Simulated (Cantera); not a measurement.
# TEOS + N₂O (silicon oxide and oxynitride deposition)

Input: 1 mol TEOS, 44 mol N₂O, held at 1848.15 K and 18000 Pa.

Equilibrium computed with Cantera from the NASA thermochemical tables; the gas is ideal and each condensed phase is pure. Candidate condensed phases: C, C₆H₆, C₇H₈, C₈H₁₈, H₂O, Si, SiC, SiO₂, Si₂N₂O, Si₃N₄; 151 gas species. The feed counts by its element totals alone. The tables hold silica as quartz up to 1696 K and as liquid above; real silica turns to tridymite and cristobalite and melts near 1996 K. Gases not in the tables: Si(OH)₄. Kinetics and transport are ignored.

```
Item                                        Value
--------------------------------------  ---------
x(N₂)                                       0.609
x(H₂O)                                      0.138
x(O₂)                                       0.137
x(CO₂)                                      0.111
x(NO)                                     0.00346
x(OH)                                     0.00148
x(CO)                                    0.000236
x(O)                                     0.000165
x(H₂)                                     7.33e-5
n(SiO₂(condensed))                      1.000 mol
gas amount                              72.04 mol
log10 activity of C(graphite) (absent)     -11.29
log10 activity of Si(l) (absent)           -14.79
```
